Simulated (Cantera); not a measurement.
What does this Cantera script print?

```python
import numpy as np
import cantera as ct

gas = ct.Solution("gri30.yaml")


def delay(T, t_max=10):
    gas.TPX = T, 320000, {'C3H8': 1, 'O2': 8.47, 'N2': 31.9}
    reactor = ct.IdealGasReactor(gas, clone=False)
    net = ct.ReactorNet([reactor])
    net.rtol, net.atol = 1e-8, 1e-16
    while net.time < t_max:
        t_old, T_old = net.time, reactor.T
        net.step()
        if reactor.T > T + 400:  # ignition: a rise of 400 K
            return t_old + (T + 400 - T_old) / (reactor.T - T_old) * (net.time - t_old)
    return np.nan


taus = []
for T in [1323, 1423, 1523, 1623, 1723, 1823]:
    taus.append(delay(T))
    print(f"T0 = {T:6g} K   tau = {taus[-1]:.4e} s")
```

It prints:

```
T0 =   1323 K   tau = 3.4026e-04 s
T0 =   1423 K   tau = 8.1646e-05 s
T0 =   1523 K   tau = 2.7112e-05 s
T0 =   1623 K   tau = 1.1822e-05 s
T0 =   1723 K   tau = 6.3442e-06 s
T0 =   1823 K   tau = 3.9555e-06 s
```

Detailed kinetics in Cantera: GRI-Mech 3.0 (53 species, 325 reactions). GRI-Mech 3.0 was tuned for natural gas; its chemistry of propane as a main component is partial and can be far from experiment.
